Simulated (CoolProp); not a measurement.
A simple Rankine cycle with tetrahydrofuran: condensing at 324.15 K, boiler at 1.57 MPa, turbine inlet 462.3 K, turbine efficiency 0.85, pump efficiency 0.8, no recuperator. Each further row changes one setting.

The numbers come from the reference Helmholtz-energy equation of state, Fiedler 2023 in CoolProp.

```json
[
 {"case": "as stated", "thermal efficiency (%)": "(withheld)", "net work (kJ/kg)": "116", "heat in (kJ/kg)": "594", "turbine exit temperature (K)": "363.7", "volume ratio over the turbine": "(withheld)"},
 {"case": "turbine inlet 482.3 K", "thermal efficiency (%)": "19.7", "net work (kJ/kg)": "124", "heat in (kJ/kg)": "633", "turbine exit temperature (K)": "(withheld)", "volume ratio over the turbine": "24.6"},
 {"case": "condensing temperature 316.15 K", "thermal efficiency (%)": "20.8", "net work (kJ/kg)": "126", "heat in (kJ/kg)": "608", "turbine exit temperature (K)": "355.9", "volume ratio over the turbine": "(withheld)"},
 {"case": "boiler pressure 1.1 MPa", "thermal efficiency (%)": "(withheld)", "net work (kJ/kg)": "109", "heat in (kJ/kg)": "606", "turbine exit temperature (K)": "378.3", "volume ratio over the turbine": "16.8"},
 {"case": "turbine efficiency 0.75", "thermal efficiency (%)": "17.3", "net work (kJ/kg)": "(withheld)", "heat in (kJ/kg)": "594", "turbine exit temperature (K)": "373.9", "volume ratio over the turbine": "25.8"}
]
```

Complete the blanks.


- as stated, thermal efficiency (%): 19.6
- as stated, volume ratio over the turbine: 25.1
- turbine inlet 482.3 K, turbine exit temperature (K): 386.0
- condensing temperature 316.15 K, volume ratio over the turbine: 33.1
- boiler pressure 1.1 MPa, thermal efficiency (%): 18.0
- turbine efficiency 0.75, net work (kJ/kg): 103
